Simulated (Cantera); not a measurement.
Mixture: CH4 : O2 : N2 = 1 : 1.67 : 6.27 (molar parts), equivalence ratio 1.2, at 5.00 bar, adiabatic and at constant pressure. Ignition delay is the time to a rise of 400 K.

Computed with Cantera and GRI-Mech 3.0 (53 species, 325 reactions).

What does this change do: 0.37 parts CO2 added?


```
quantity                                                before       after
--------------------------------------------------  ----------  ----------
delay at 1198 K                                        11.3 ms     11.9 ms
delay at 1273 K                                        4.41 ms     4.70 ms
delay at 1348 K                                        1.83 ms     1.96 ms
delay at 1423 K                                       0.804 ms    0.863 ms
delay at 1498 K                                       0.371 ms    0.398 ms
delay at 1573 K                                       0.180 ms    0.192 ms
apparent activation energy between 1423 and 1573 K  190 kJ/mol  190 kJ/mol
```

What does this change do: pressure from 5.00 bar to 7.60 bar?


```tsv
quantity	before	after
delay at 1198 K	11.3 ms	7.19 ms
delay at 1273 K	4.41 ms	2.90 ms
delay at 1348 K	1.83 ms	1.24 ms
delay at 1423 K	0.804 ms	0.555 ms
delay at 1498 K	0.371 ms	0.261 ms
delay at 1573 K	0.180 ms	0.129 ms
apparent activation energy between 1423 and 1573 K	190 kJ/mol	180 kJ/mol
```
